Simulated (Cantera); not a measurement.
A closed system holds: 1 mol FeS2, 0.52 mol H2S, 5.3 mol H2O, held at 8.50 bar.

These are equilibrium values from Cantera (NASA tables, ideal gas, pure condensed phases), not measurements of a reactor. Candidate condensed phases: Fe, FeO, Fe(OH)2, Fe(OH)3, FeS, FeSO4, FeS2, Fe2O3, Fe2(SO4)3, Fe3O4, H2O, H2SO4, S; 22 gas species. FeS: taken at fixed stoichiometry. Equilibrium is a limit: real reactors are often held back by kinetics, nucleation or transport.

Task: Which condensed phases are stable at each of these points (T (°C)): 1100, 1150, 1200, 1250, 1300, 1350, 1400, 1450, 1500, 1550, 1600, 1650, 1700?

Result: 
| T (°C) | condensed phases | Fe condensed (%) |
|---|---|---|
| 1100 | FeS(s) | 100.0 |
| 1150 | FeS(s) | 100.0 |
| 1200 | FeS(l) | 100.0 |
| 1250 | FeS(l) | 100.0 |
| 1300 | FeS(l) | 100.0 |
| 1350 | FeS(l) | 100.0 |
| 1400 | FeS(l) | 100.0 |
| 1450 | FeS(l) | 100.0 |
| 1500 | FeS(l) | 100.0 |
| 1550 | FeS(l) | 100.0 |
| 1600 | FeS(l) | 99.9 |
| 1650 | FeS(l) | 99.9 |
| 1700 | FeS(l) | 99.9 |

From 1100 °C to 1150 °C the condensed part is FeS(s). From 1200 °C to 1700 °C the condensed part is FeS(l).
